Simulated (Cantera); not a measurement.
Nitride etching: Si3N4 + H2O

Input: 1 mol Si3N4, 3 mol H2O, held at 0.00150 bar.

Cantera equilibrium calculation (NASA polynomials, part measured and part estimated; ideal gas, pure solids and liquids). Candidate condensed phases: H2O, Si, SiO2, Si2N2O, Si3N4; 35 gas species. Mutual solubility and eutectic melting of coexisting phases are not modelled. The tables hold silica as quartz up to 1696 K and as liquid above; real silica turns to tridymite and cristobalite and melts near 1996 K. Rates play no part.

```tsv
T (K)	log p H2	log p SiO	log p N2	log p H	n SiO2(β-quartz)	n Si2N2O(s)
898	-2.95	<-14	-3.43	-11.44	1.000	1.00
973	-2.95	-14.07	-3.43	-10.44	1.000	1.00
1048	-2.95	-12.11	-3.43	-9.59	1.000	1.00
1123	-2.95	-10.42	-3.43	-8.85	1.000	1.00
1198	-2.95	-8.94	-3.43	-8.20	1.000	1.00
1273	-2.95	-7.64	-3.43	-7.62	1.000	1.00
1348	-2.95	-6.49	-3.43	-7.11	1.000	1.000
1423	-2.95	-5.46	-3.43	-6.65	0.997	0.997
1498	-2.96	-4.53	-3.43	-6.25	0.973	0.973
1573	-3.03	-3.70	-3.43	-5.91	0.785	0.785
1648	-3.25	-3.25	-3.43	-5.68	0	0
1723	-3.25	-3.25	-3.43	-5.37	0	0
1798	-3.25	-3.25	-3.43	-5.08	0	0
```
log p: log10 of the partial pressure in bar; n: condensed amount in mol.

From 898 K to 1573 K the condensed part is SiO2(β-quartz) + Si2N2O(s). From 1648 K to 1798 K nothing is condensed.
